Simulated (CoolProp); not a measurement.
Vapour-liquid equilibrium of ethanol (1) + ethylbenzene (2) at 367.4 K; x and y are mole fractions of (1).

The numbers come from the multi-fluid Helmholtz-energy mixture model, Schroeder 2014 and Zhou 2012; pair parameters Bell 2016 in CoolProp.

| x | bubble pressure, mixture model (kPa) | bubble pressure, Raoult's law (kPa) | y, mixture model | y, Raoult's law |
|---|---|---|---|---|
| 0.05 | 64.99 | 35.94 | 0.578 | 0.255 |
| 0.125 | 102.4 | 47.58 | 0.744 | 0.482 |
| 0.2 | 125.4 | 59.22 | 0.799 | 0.619 |
| 0.275 | 139.4 | 70.86 | 0.825 | 0.712 |
| 0.35 | 148.0 | 82.50 | 0.840 | 0.778 |
| 0.425 | ? | 94.14 | ? | 0.828 |
| 0.5 | 157.4 | 105.8 | 0.857 | 0.867 |
| 0.575 | 160.8 | 117.4 | 0.865 | 0.898 |
| 0.65 | 164.2 | 129.1 | 0.874 | 0.924 |
| 0.725 | 168.0 | 140.7 | 0.886 | 0.945 |
| 0.8 | 172.2 | 152.3 | ? | 0.963 |
| 0.875 | 176.7 | 164.0 | 0.928 | 0.979 |
| 0.95 | 181.0 | 175.6 | 0.965 | 0.992 |

Task: Some entries are withheld; supply them.

Result: 
- 0.425, bubble pressure, mixture model (kPa): 153.5
- 0.425, y, mixture model: 0.850
- 0.8, y, mixture model: 0.903

The largest gap from Raoult's law is +115.2 % in bubble pressure, at x = 0.125. No azeotrope shows between x = 0.05 and 0.95.

The pair parameters rest on a limited set of measurements; away from them the model extrapolates. With so large a gap from Raoult's law the liquid may split in two, which this calculation doesn't test in full.
